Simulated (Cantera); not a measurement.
Charge: 1 mol C2F6, 0.83 mol Si, at 3177 °C and 15.0 Pa.

Cantera equilibrium calculation (NASA polynomials, part measured and part estimated; ideal gas, pure solids and liquids). Candidate condensed phases: C, Si, SiC; 23 gas species. The feed counts by its element totals alone. The tables' values for SiF, SiF2 are old estimates; treat these amounts as uncertain. Kinetics and transport are ignored.

Base state: F 0.681, C 0.217, Si 0.0920, C2 0.00357, CF 0.00275, SiF 0.00273, C3 0.000503, SiF2 0.000164 (mole fractions); condensed: gas only.

### Question
What changes in the equilibrium state with this change: 0.33 mol H2 added?

### Answer
```json
[
 {"species": "F", "before": "0.681", "after": "0.632"},
 {"species": "C", "before": "0.217", "after": "0.203"},
 {"species": "Si", "before": "0.0920", "after": "0.0859"},
 {"species": "H", "before": "0", "after": "0.0684"},
 {"species": "HF", "before": "0", "after": "0.00186"},
 {"species": "SiF2", "before": "0.000164", "after": "0.000132"},
 {"species": "SiC2", "before": "3.99e-5", "after": "3.25e-5"}
]
```
Further candidate phases: C6H6, C7H8, C8H18.
